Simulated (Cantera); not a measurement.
Charge: 1 mol HMDSO, 5.3 mol N2O, 0.16 mol H2, held at 1150 K and 3.83 Torr.

These are equilibrium values from Cantera (NASA tables, ideal gas, pure condensed phases), not measurements of a reactor. Candidate condensed phases: C, C6H6, C7H8, C8H18, H2O, Si, SiC, SiO2, Si2N2O, Si3N4; 151 gas species. The feed counts by its element totals alone. Mutual solubility and eutectic melting of coexisting phases are not modelled. The tables hold silica as quartz up to 1696 K and as liquid above; real silica turns to tridymite and cristobalite and melts near 1996 K. Rates play no part.

Base state: H2 0.545, N2 0.314, CO 0.141, CH4 3.55e-5, H2O 1.83e-5, HCN 1.73e-5 (mole fractions); condensed: C(graphite) + SiO2(β-quartz) + Si2N2O(s).

What changes in the equilibrium state with this change: temperature from 1150 K to 623.15 K?


| species | before | after |
|---|---|---|
| H2 | 0.545 | 0.443 |
| N2 | 0.314 | 0.373 |
| H2O | 1.83e-5 | 0.0996 |
| CO | 0.141 | 0.00590 |
| CO2 | 3.98e-6 | 0.0281 |
| CH4 | 3.55e-5 | 0.0508 |
| HCN | 1.73e-5 | <1e-9 |
| NH3 | 2.81e-7 | 2.60e-5 |
| C(graphite), mol | 3.64 | 4.79 |
| SiO2(β-quartz), mol | 1.96 | 0 |
| Si2N2O(s), mol | 0.0206 | 0 |
| SiO2(α-quartz), mol | 0 | 2.00 |
